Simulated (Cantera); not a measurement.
Charge: 1 mol SiHCl₃, 0.76 mol NH₃, 6.8 mol N₂, at 1348 K and 1300 Pa.

These are equilibrium values from Cantera (NASA tables, ideal gas, pure condensed phases), not measurements of a reactor. Candidate condensed phases: NH₄Cl, Si, Si₃N₄; 28 gas species. The tables' values for SiCl₃ are old estimates; treat these amounts as uncertain. The numbers say what is thermodynamically allowed, not how fast it happens.

Base state: N₂ 0.694, HCl 0.214, H₂ 0.0631, SiCl₄ 0.0173, SiCl₂ 0.00662, SiCl₃ 0.00477, SiHCl₃ 0.000289, Cl 1.44e-5 (mole fractions); condensed: Si₃N₄(s).

### Question
What changes in the equilibrium state with this change: N₂ from 6.8 to 37 mol?

### Answer
```tsv
species	before	after
N₂	0.694	0.924
HCl	0.214	0.0585
H₂	0.0631	0.0118
SiCl₄	0.0173	0.00229
SiHCl₃	0.000289	2.63e-5
SiCl₃	0.00477	0.00100
SiCl₂	0.00662	0.00220
Cl	1.44e-5	9.11e-6
Si₃N₄(s), mol	0.240	0.260
```

### Question
What changes in the equilibrium state with this change: SiHCl₃ replaced by SiCl₄?

### Answer
```json
[
 {"species": "N₂", "before": "0.694", "after": "0.724"},
 {"species": "HCl", "before": "0.214", "after": "0.182"},
 {"species": "SiCl₄", "before": "0.0173", "after": "0.0458"},
 {"species": "H₂", "before": "0.0631", "after": "0.0277"},
 {"species": "SiCl₂", "before": "0.00662", "after": "0.0106"},
 {"species": "SiCl₃", "before": "0.00477", "after": "0.00985"},
 {"species": "SiHCl₃", "before": "0.000289", "after": "0.000396"},
 {"species": "Cl", "before": "1.44e-5", "after": "1.85e-5"},
 {"species": "Si₃N₄(s), mol", "before": "0.240", "after": "0.120"}
]
```

### Question
What changes in the equilibrium state with this change: pressure from 1300 Pa to 7.30 Pa?

### Answer
```
species          before     after
-------------  --------  --------
N₂                0.694     0.692
HCl               0.214     0.147
H₂               0.0631    0.0885
SiCl₂           0.00662    0.0706
SiCl₄            0.0173  0.000347
SiHCl₃         0.000289   1.19e-5
H               5.10e-6   8.06e-5
Cl              1.44e-5  0.000111
SiCl₃           0.00477   0.00221
Si₃N₄(s), mol     0.240    0.0860
```
